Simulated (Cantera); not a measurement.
Charge: 1 mol HgO, 6.4 mol H₂, at 1052 °C and 2300 Pa.

Equilibrium computed with Cantera from the NASA thermochemical tables; the gas is ideal and each condensed phase is pure. Candidate condensed phases: H₂O, Hg, HgO; 10 gas species. The numbers say what is thermodynamically allowed, not how fast it happens.

Base state: H₂ 0.730, Hg 0.135, H₂O 0.135 (mole fractions); condensed: gas only.

Question: What changes in the equilibrium state with this change: HgO replaced by Pb?

Answer: 
| species | before | after |
|---|---|---|
| H₂ | 0.730 | 0.865 |
| Pb | 0 | 0.135 |
| Pb₂ | 0 | 1.37e-5 |
| Hg | 0.135 | 0 |
| H₂O | 0.135 | 0 |
| H | 9.21e-6 | 1.00e-5 |
Further candidate phases: Pb.
